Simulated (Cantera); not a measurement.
An isothermal, constant-pressure homogeneous reactor starts with 88.5 % NO, 11.5 % N2, at 1625 K and 0.987 atm.

Detailed kinetics in Cantera: GRI-Mech 3.0 (53 species, 325 reactions).

Problem. Predict: x(NO) at 30.0 s; x(N2) at 30.0 s; x(O) at 30.0 s; x(O2) at 30.0 s; x(N2O) at 30.0 s; x(NO2) at 30.0 s.

Solution. 
```
Property                                            Value
----------------  ---------------------------------------
x(NO) at 30.0 s     0.267 (gas-phase equilibrium 0.00263)
x(N2) at 30.0 s       0.424 (gas-phase equilibrium 0.556)
x(O) at 30.0 s    1.09e-5 (gas-phase equilibrium 1.30e-5)
x(O2) at 30.0 s       0.308 (gas-phase equilibrium 0.441)
x(N2O) at 30.0 s  2.54e-5 (gas-phase equilibrium 1.31e-7)
x(NO2) at 30.0 s  0.00122 (gas-phase equilibrium 1.43e-5)
```
